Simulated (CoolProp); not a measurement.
Vapour-liquid equilibrium of CH2F2 (R32) (1) + R134a (2) at 267.7 K; x and y are mole fractions of (1).

Computed with CoolProp (multi-fluid Helmholtz-energy mixture model, Tillner-Roth 1997 and Tillner-Roth 1994; pair parameters Lemmon 2004).

**Question.** Give the bubble pressure and the first vapour's composition at x = 0.35, 0.65, 0.95. Is there an azeotrope?

**Answer.** x = 0.35: 0.3920 MPa, y = 0.578; x = 0.65: 0.5218 MPa, y = 0.819; x = 0.95: 0.6571 MPa, y = 0.978. No azeotrope shows between x = 0.05 and 0.95.

The pair parameters rest on a limited set of measurements; away from them the model extrapolates.
